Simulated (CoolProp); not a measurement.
Vapour-liquid equilibrium of R22 (1) + R152A (2) at 1270 kPa; x and y are mole fractions of (1).

Model: multi-fluid Helmholtz-energy mixture model, Kamei 1995 and Outcalt 1996; pair parameters Bell 2016, in CoolProp.

Task: Give the bubble temperature and the first vapour's composition at x = 0.05, 0.8, 0.95. Is there an azeotrope?

Result: x = 0.05: 325.3 K, y = 0.066; x = 0.8: 310.0 K, y = 0.864; x = 0.95: 306.7 K, y = 0.970. No azeotrope shows between x = 0.05 and 0.95.

The pair parameters rest on a limited set of measurements; away from them the model extrapolates.
